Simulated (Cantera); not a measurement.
Feed: 1 mol Fe2O3, 1.3 mol H2O, 0.14 mol H2, 0.0017 mol H2S, at 10.0 mbar.

These are equilibrium values from Cantera (NASA tables, ideal gas, pure condensed phases), not measurements of a reactor. Candidate condensed phases: Fe, FeO, Fe(OH)2, Fe(OH)3, FeS, FeSO4, FeS2, Fe2O3, Fe2(SO4)3, Fe3O4, H2O, H2SO4, S; 22 gas species. Mutual solubility and eutectic melting of coexisting phases are not modelled. The numbers say what is thermodynamically allowed, not how fast it happens.

x: gas mole fraction; n: condensed amount in mol.

| T (K) | x H2O | x O2 | x OH | x SO2 | x H2 | x O | n Fe2O3(s) | n Fe3O4(s) |
|---|---|---|---|---|---|---|---|---|
| 798 | 0.999 | <1e-12 | 2.27e-12 | 0.00118 | 1.34e-5 | <1e-12 | 0.565 | 0.290 |
| 948 | 0.999 | ? | ? | 0.00118 | ? | <1e-12 | 0.565 | 0.290 |
| 1098 | 0.999 | 5.42e-7 | 2.64e-7 | 0.00118 | 1.70e-5 | 1.75e-11 | 0.565 | 0.290 |
| 1248 | 0.999 | 0.000271 | 1.06e-5 | 0.00118 | 2.01e-5 | 1.10e-8 | 0.562 | 0.292 |
| 1398 | 0.964 | ? | ? | 0.00114 | ? | ? | ? | ? |
| 1548 | 0.937 | 0.0610 | 0.000834 | 0.00110 | 0.000134 | 1.89e-5 | 0 | 0.667 |
| 1698 | 0.935 | 0.0608 | 0.00254 | 0.00110 | 0.000746 | 0.000108 | 0 | 0.667 |

### Question
Some entries are withheld; supply them.

### Answer

- 1398, x O2: 0.0345
- 1398, x OH: 0.000189
- 1398, x H2: 2.27e-5
- 1398, x O: 1.70e-6
- 1398, n Fe2O3(s): 0.255
- 1398, n Fe3O4(s): 0.497
- 948, x O2: 1.36e-10
- 948, x OH: 1.98e-9
- 948, x H2: 1.46e-5
